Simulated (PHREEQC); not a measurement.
Dissolve 0.12 mol/kgw TMAH, 0.015 mol/kgw CO2 and 0.0022 mol/kgw K2CO3 at 20 °C. Closed to the air; pH follows from the charge balance.

All values are PHREEQC results (ion-association model, phreeqc.dat), not measurements.

Precipitation was switched off in this run.

Estimate the pH.

pH 12.99.

Species that the database lacks are ignored. (CH3)4N+ isn't in the database: it is added as a free cation with an ion size of 4 Å.
